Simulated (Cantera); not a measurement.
An adiabatic, constant-volume homogeneous reactor starts with CH4 : O2 : N2 = 1 : 0.833 : 6.42 (molar parts), equivalence ratio 2.4, at 1775 K and 100000 Pa. Integrator tolerance rtol = 1e-08.

Computed with Cantera and GRI-Mech 3.0 (53 species, 325 reactions).

Q: What does this change do: O2 0.833 to 0.55 parts?

A: 
```json
[
 {"quantity": "time of steepest temperature rise", "before": "0.241 ms", "after": "0.361 ms"},
 {"quantity": "temperature at 7.00 s", "before": "2497 K", "after": "2057 K"},
 {"quantity": "equilibrium temperature", "before": "2497 K", "after": "2057 K"},
 {"quantity": "x(CH4) at 7.00 s", "before": "4.04e-11 (gas-phase equilibrium 4.51e-11)", "after": "5.38e-9 (gas-phase equilibrium 5.77e-9)"},
 {"quantity": "x(O2) at 7.00 s", "before": "4.05e-6 (gas-phase equilibrium 4.05e-6)", "after": "3.20e-10 (gas-phase equilibrium 3.20e-10)"},
 {"quantity": "x(C2H) at 7.00 s", "before": "<1e-12 (gas-phase equilibrium <1e-12)", "after": "<1e-12 (gas-phase equilibrium <1e-12)"},
 {"quantity": "x(C2H4) at 7.00 s", "before": "<1e-12 (gas-phase equilibrium <1e-12)", "after": "<1e-12 (gas-phase equilibrium <1e-12)"},
 {"quantity": "x(NO) at 7.00 s", "before": "9.35e-5 (gas-phase equilibrium 9.35e-5)", "after": "5.65e-7 (gas-phase equilibrium 3.25e-7)"},
 {"quantity": "x(O) at 7.00 s", "before": "2.28e-5 (gas-phase equilibrium 2.28e-5)", "after": "1.58e-8 (gas-phase equilibrium 1.58e-8)"}
]
```
